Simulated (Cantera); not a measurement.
What does this Cantera script print?

```python
import numpy as np
import cantera as ct

gas_names = [...]  # 76 gases of nasa_gas.yaml made of C, H
cond_names = """
    C(gr) C6H6(L) C7H8(L) C8H18(L),n-octa
""".split()


# ... load() reads the species with a 1 bar reference pressure and builds the phases ...
atoms = {
    'C': {'C': 1},
    'H2': {'H': 2},
}
top_T = {'C(gr)': 4500}  # K; cautious upper limits of use, not melting points


# ... equilibrate(T, P, feed) seeds the gas with the atoms and calls Mixture.equilibrate('TP', solver="vcs", rtol=1e-11, max_steps=5000) ...
results = []
P = 180  # Pa
for T in [2175, 2225, 2275, 2325, 2375, 2425, 2475, 2525, 2575, 2625, 2675, 2725]:
    for m in [3.5, 18, 32, 46, 60, 74, 88]:
        feed = {'C': 1, 'H2': m}  # mol
        mix = equilibrate(T, P, feed)
        results.append((T, P, feed, dict(zip(mix.species_names, mix.species_moles))))

for T, P, feed, n in results:
    print(f"{T:7g} {feed['H2']:10.4g}  " + (" + ".join(c for c in cond_names if n.get(c, 0) > 1e-12) or "gas only"))
```

Output:

```
   2175        3.5  C(gr)
   2175         18  C(gr)
   2175         32  C(gr)
   2175         46  C(gr)
   2175         60  C(gr)
   2175         74  C(gr)
   2175         88  C(gr)
   2225        3.5  C(gr)
   2225         18  C(gr)
   2225         32  C(gr)
   2225         46  C(gr)
   2225         60  C(gr)
   2225         74  C(gr)
   2225         88  C(gr)
   2275        3.5  C(gr)
   2275         18  C(gr)
   2275         32  C(gr)
   2275         46  C(gr)
   2275         60  C(gr)
   2275         74  C(gr)
   2275         88  C(gr)
   2325        3.5  C(gr)
   2325         18  C(gr)
   2325         32  C(gr)
   2325         46  C(gr)
   2325         60  C(gr)
   2325         74  C(gr)
   2325         88  C(gr)
   2375        3.5  C(gr)
   2375         18  C(gr)
   2375         32  C(gr)
   2375         46  C(gr)
   2375         60  C(gr)
   2375         74  C(gr)
   2375         88  C(gr)
   2425        3.5  C(gr)
   2425         18  C(gr)
   2425         32  C(gr)
   2425         46  C(gr)
   2425         60  C(gr)
   2425         74  C(gr)
   2425         88  gas only
   2475        3.5  C(gr)
   2475         18  C(gr)
   2475         32  C(gr)
   2475         46  C(gr)
   2475         60  C(gr)
   2475         74  gas only
   2475         88  gas only
   2525        3.5  C(gr)
   2525         18  C(gr)
   2525         32  C(gr)
   2525         46  C(gr)
   2525         60  gas only
   2525         74  gas only
   2525         88  gas only
   2575        3.5  C(gr)
   2575         18  C(gr)
   2575         32  C(gr)
   2575         46  gas only
   2575         60  gas only
   2575         74  gas only
   2575         88  gas only
   2625        3.5  C(gr)
   2625         18  C(gr)
   2625         32  gas only
   2625         46  gas only
   2625         60  gas only
   2625         74  gas only
   2625         88  gas only
   2675        3.5  C(gr)
   2675         18  C(gr)
   2675         32  gas only
   2675         46  gas only
   2675         60  gas only
   2675         74  gas only
   2675         88  gas only
   2725        3.5  C(gr)
   2725         18  gas only
   2725         32  gas only
   2725         46  gas only
   2725         60  gas only
   2725         74  gas only
   2725         88  gas only
```

Cantera equilibrium calculation (NASA polynomials, part measured and part estimated; ideal gas, pure solids and liquids).
